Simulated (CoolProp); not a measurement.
Vapour-liquid equilibrium of cis-2-butene (1) + acetone (2) at 0.0195 MPa; x and y are mole fractions of (1).

Model: multi-fluid Helmholtz-energy mixture model, Lemmon 2005 and Lemmon 2006; pair parameters Bell 2016, in CoolProp.

Q: Give the bubble temperature and the first vapour's composition at x = 0.05, 0.2, 0.8. Is there an azeotrope?

A: x = 0.05: 270.3 K, y = 0.606; x = 0.2: 250.3 K, y = 0.894; x = 0.8: 242.0 K, y = 0.956. No azeotrope shows between x = 0.05 and 0.95.

Pair parameters are fitted to limited data, so mixtures are less certain than the pure fluids. With so large a gap from Raoult's law the liquid may split in two, which this calculation doesn't test in full.
